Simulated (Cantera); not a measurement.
A Cantera script and what it prints.

```python
import numpy as np
import cantera as ct

gas_names = """
    CL CL2 H HCL H2 Si SiCL SiCL2 SiCL3 SiCL4 SiH SiHCL3 SiH2 SiH2CL2 SiH3 SiH3CL SiH4 Si2 Si3
""".split()
cond_names = """
    Si(cr) Si(L)
""".split()


# ... load() reads the species with a 1 bar reference pressure and builds the phases ...
atoms = {
    'SiHCl3': {'Si': 1, 'H': 1, 'CL': 3},
    'HCl': {'H': 1, 'CL': 1},
    'H2': {'H': 2},
}
top_T = {}  # K; cautious upper limits of use, not melting points


# ... equilibrate(T, P, feed) seeds the gas with the atoms and calls Mixture.equilibrate('TP', solver="vcs", rtol=1e-11, max_steps=5000) ...
results = []
feed = {'SiHCl3': 1, 'HCl': 0.075, 'H2': 210}  # mol
T = 1325  # K
P = 101325  # Pa
mix = equilibrate(T, P, feed)
results.append((T, P, feed, dict(zip(mix.species_names, mix.species_moles))))
print(gas.report(threshold=1e-06))
for i in range(1, mix.n_phases):
    print(f"{mix.phase(i).name:16s} {mix.phase_moles(i):12.5e} mol")
```

It prints:

```
       temperature   1325 K
          pressure   1.0132e+05 Pa
           density   0.023337 kg/m^3
  mean mol. weight   2.5373 kg/kmol
   phase of matter   gas

                          1 kg             1 kmol
                     ---------------   ---------------
          enthalpy        1.1583e+07         2.939e+07  J
   internal energy        7.2411e+06        1.8373e+07  J
           entropy             69498        1.7634e+05  J/K
    Gibbs function       -8.0502e+07       -2.0426e+08  J
 heat capacity c_p             12489             31688  J/K
 heat capacity c_v            9212.1             23374  J/K

                      mass frac. Y      mole frac. X     chem. pot. / RT
                     ---------------   ---------------   ---------------
                 H        6.4104e-07        1.6136e-06           -9.1247
               HCL           0.18331          0.012757           -37.766
                H2           0.78381           0.98649           -18.249
             SiCL2          0.017634        0.00045202           -61.568
             SiCL3         0.0027782        5.2435e-05            -90.21
             SiCL4         0.0022121        3.3039e-05           -118.85
            SiHCL3         0.0069818        0.00013079           -99.334
           SiH2CL2         0.0029572        7.4289e-05           -79.818
            SiH3CL        0.00031302        1.1933e-05           -60.301
     [  +10 minor]        1.1807e-05        9.3363e-07

Si(cr)            8.39838e-01 mol
```

Cantera equilibrium calculation (NASA polynomials, part measured and part estimated; ideal gas, pure solids and liquids). The tables' values for SiCl3 are old estimates; treat these amounts as uncertain.
